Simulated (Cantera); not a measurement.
## Low-pressure radical oxidation in H2/O2

A perfectly stirred reactor is fed with 8.70 % H2, 21.2 % O2, 70.1 % N2, equivalence ratio 0.20, at 0.0263 atm; it is held at 925 K, and followed from long to short residence time.

Detailed kinetics in Cantera: the H2/O2 subset of GRI-Mech 3.0, which has no nitrogen chemistry. Radical loss at walls, strong at low pressure, is not modelled. Below about 950 K walls govern HO2 and H2O2 in real vessels. The temperature is held fixed by assumption; the heat of reaction is taken as removed at once.

```tsv
τ (s)	x H2	x O2	x H2O	x H	x O
0.91	0.00138	0.177	0.0893	0.000220	0.000370
0.43	0.00210	0.177	0.0884	0.000459	0.000569
0.21	0.00312	0.177	0.0870	0.000921	0.000850
0.098	0.00473	0.178	0.0847	0.00190	0.00129
0.047	0.00707	0.179	0.0811	0.00370	0.00188
0.022	0.0107	0.180	0.0753	0.00699	0.00271
0.011	0.0157	0.182	0.0674	0.0115	0.00359
0.0050	0.0243	0.186	0.0551	0.0170	0.00443
0.0024	0.0370	0.191	0.0406	0.0191	0.00452
```
x: mole fraction; the columns are a selection and need not sum to one.
